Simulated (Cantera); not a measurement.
An adiabatic, constant-volume homogeneous reactor starts with CH4 : O2 : N2 = 1 : 3.7 : 13.9 (molar parts), equivalence ratio 0.54, at 1173 K and 0.484 atm. Integrator tolerance rtol = 1e-08.

Model: GRI-Mech 3.0 (53 species, 325 reactions), integrated in Cantera.

### Question
What does this change do: 0.045 parts H2 added?

### Answer
```json
[
 {"quantity": "time of steepest temperature rise", "before": "86.1 ms", "after": "50.2 ms"},
 {"quantity": "temperature at 0.600 s", "before": "2435 K", "after": "2444 K"},
 {"quantity": "equilibrium temperature", "before": "2435 K", "after": "2444 K"},
 {"quantity": "x(CH4) at 0.600 s", "before": "<1e-12 (gas-phase equilibrium <1e-12)", "after": "<1e-12 (gas-phase equilibrium <1e-12)"},
 {"quantity": "x(O2) at 0.600 s", "before": "0.0837 (gas-phase equilibrium 0.0837)", "after": "0.0824 (gas-phase equilibrium 0.0824)"},
 {"quantity": "x(CO) at 0.600 s", "before": "0.00435 (gas-phase equilibrium 0.00435)", "after": "0.00459 (gas-phase equilibrium 0.00459)"},
 {"quantity": "x(NO2) at 0.600 s", "before": "7.61e-6 (gas-phase equilibrium 7.61e-6)", "after": "7.55e-6 (gas-phase equilibrium 7.55e-6)"},
 {"quantity": "x(C2H4) at 0.600 s", "before": "<1e-12 (gas-phase equilibrium <1e-12)", "after": "<1e-12 (gas-phase equilibrium <1e-12)"},
 {"quantity": "x(HO2) at 0.600 s", "before": "6.07e-6 (gas-phase equilibrium 6.07e-6)", "after": "6.22e-6 (gas-phase equilibrium 6.22e-6)"},
 {"quantity": "x(HCN) at 0.600 s", "before": "4.56e-12 (gas-phase equilibrium 4.56e-12)", "after": "5.27e-12 (gas-phase equilibrium 5.27e-12)"}
]
```

### Question
What does this change do: O2 3.7 to 4.9 parts?

### Answer
| quantity | before | after |
|---|---|---|
| time of steepest temperature rise | 86.1 ms | 58.7 ms |
| temperature at 0.600 s | 2435 K | 2380 K |
| equilibrium temperature | 2435 K | 2380 K |
| x(CH4) at 0.600 s | <1e-12 (gas-phase equilibrium <1e-12) | <1e-12 (gas-phase equilibrium <1e-12) |
| x(O2) at 0.600 s | 0.0837 (gas-phase equilibrium 0.0837) | 0.137 (gas-phase equilibrium 0.137) |
| x(CO) at 0.600 s | 0.00435 (gas-phase equilibrium 0.00435) | 0.00245 (gas-phase equilibrium 0.00245) |
| x(NO2) at 0.600 s | 7.61e-6 (gas-phase equilibrium 7.61e-6) | 1.14e-5 (gas-phase equilibrium 1.14e-5) |
| x(C2H4) at 0.600 s | <1e-12 (gas-phase equilibrium <1e-12) | <1e-12 (gas-phase equilibrium <1e-12) |
| x(HO2) at 0.600 s | 6.07e-6 (gas-phase equilibrium 6.07e-6) | 7.28e-6 (gas-phase equilibrium 7.28e-6) |
| x(HCN) at 0.600 s | 4.56e-12 (gas-phase equilibrium 4.56e-12) | 1.09e-12 (gas-phase equilibrium 1.09e-12) |
